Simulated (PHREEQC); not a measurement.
Make-up at 25 °C: 0.0072 mol/kgw KH2PO4, 0.019 mol/kgw H2SO4 and 9.6e-05 mol/kgw H4SiO4. Closed to the air; pH follows from the charge balance.

All values are PHREEQC results (ion-association model, wateq4f.dat), not measurements.

### Question
The ionic strength comes out as 0.0387 mol/kgw. What activity coefficients do H+, HSO4-, SO4-2, K+, KSO4- get?

### Answer
H+ 0.86, HSO4- 0.84, SO4-2 0.50, K+ 0.83, KSO4- 0.84.

Precipitation was switched off in this run. H3PO4, which wateq4f.dat lacks, is added to it with the constant of phreeqc.dat.
